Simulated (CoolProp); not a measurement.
Octamethylcyclotetrasiloxane (D4) along the isobar 3.53 MPa: Z from the reference equation and from simpler models built on Tc = 586.5 K, pc = 1.347 MPa, ω = 0.598; each cubic takes its own stable root.

Model: reference Helmholtz-energy equation of state, Thol 2015, in CoolProp.

```csv
T (K),phase,reference,van der Waals,Soave-Redlich-Kwong
322.9,liquid,0.4201,0.7191,0.4704
340.4,liquid,0.4071,[?],0.4527
357.9,liquid,0.3958,[?],0.4374
375.4,liquid,0.3859,0.6455,0.4242
393,liquid,[?],0.6262,0.4129
410.5,liquid,0.3703,0.6092,0.4036
428,liquid,0.3643,0.5942,0.3960
445.5,liquid,0.3596,0.5810,0.3901
463,liquid,0.3559,[?],0.3859
480.5,liquid,0.3535,0.5595,0.3836
498,liquid,0.3524,0.5510,0.3832
515.6,liquid,[?],0.5440,0.3851
533.1,liquid,0.3547,0.5384,0.3895
550.6,liquid,[?],0.5343,[?]
```

**Question.** What belongs in the gaps?

**Answer.** 
- 340.4, van der Waals: 0.6915
- 357.9, van der Waals: 0.6671
- 393, reference: 0.3775
- 463, van der Waals: 0.5695
- 515.6, reference: 0.3527
- 550.6, reference: 0.3587
- 550.6, Soave-Redlich-Kwong: 0.3970
